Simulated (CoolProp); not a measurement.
A single-stage vapour-compression cycle with the fluid: evaporating at 310.15 K (dew point), condensing at 370.15 K (bubble point), superheat 5 K, subcooling 8 K, compressor efficiency 0.8, no pressure losses. The same conditions are run with several fluids, on thermodynamics alone (safety and materials aside).

The numbers come from the reference Helmholtz-energy equation of state of each fluid (isohexane: Lemmon 2006; R1336mzz(Z): McLinden 2020; n-perfluoropentane: Gao 2022; R113: Marx 1992; carbonyl sulfide: Lemmon 2006; ethanol: Schroeder 2014) in CoolProp.

Q: Rank isohexane, R1336mzz(Z), n-perfluoropentane, R113, carbonyl sulfide, ethanol by cooling COP, highest first.

A: ethanol (3.66), R113 (3.34), isohexane (3.25), R1336mzz(Z) (3.09), carbonyl sulfide (2.70), n-perfluoropentane (2.22)

```tsv
fluid	pressure ratio	discharge temperature (K)	refrigerating effect (kJ/kg)	volumetric capacity (kJ/m³)
isohexane	6.32	370.2	222	339
R1336mzz(Z)	5.71	370.2	99.5	758
n-perfluoropentane	5.40	370.1	33.8	530
R113	5.78	370.2	101	525
carbonyl sulfide	3.22	420.4	151	7300
ethanol	13.2	443.1	770	209
```

The compression ends wet for: isohexane; R1336mzz(Z); n-perfluoropentane; R113.
